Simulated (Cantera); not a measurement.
Input: 1 mol SiCl₄, 0.085 mol O₂, at 6.10 mbar.

These are equilibrium values from Cantera (NASA tables, ideal gas, pure condensed phases), not measurements of a reactor. Candidate condensed phases: Si, SiO₂; 15 gas species. Rates play no part.

Task: At 825 K, list the 3 most abundant gas species with their mole fractions, and the condensed phases.

Result: SiCl₄ 0.843, Cl₂ 0.157, Cl 8.32e-5. Condensed: SiO₂(α-quartz).
